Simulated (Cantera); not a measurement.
Feed: 1 mol Si₂H₆, 0.85 mol O₃, 29 mol N₂, 0.57 mol H₂O, held at 623 K and 75.0 Pa.

Cantera equilibrium calculation (NASA polynomials, part measured and part estimated; ideal gas, pure solids and liquids). Candidate condensed phases: H₂O, Si, SiO₂, Si₂N₂O, Si₃N₄; 35 gas species. The feed counts by its element totals alone. N₂ is the only nitrogen source here; it is nearly inert below about 1500 K, so the nitride shown seldom forms there in practice. Equilibrium is a limit: real reactors are often held back by kinetics, nucleation or transport.

Base state: N₂ 0.889, H₂ 0.111 (mole fractions); condensed: SiO₂(α-quartz) + Si₂N₂O(s).

Question: What changes in the equilibrium state with this change: Si₂H₆ replaced by SiH₂Cl₂?

Answer: 
```csv
species,before,after
N₂,0.889,0.913
HCl,0,0.0516
H₂O,5.75e-8,0.0236
H₂,0.111,<1e-9
O₂,<1e-9,0.00582
Cl₂,0,0.00569
"SiO₂(α-quartz), mol",1.41,1.00
"Si₂N₂O(s), mol",0.293,0
```
Further candidate phases: NH₄Cl.
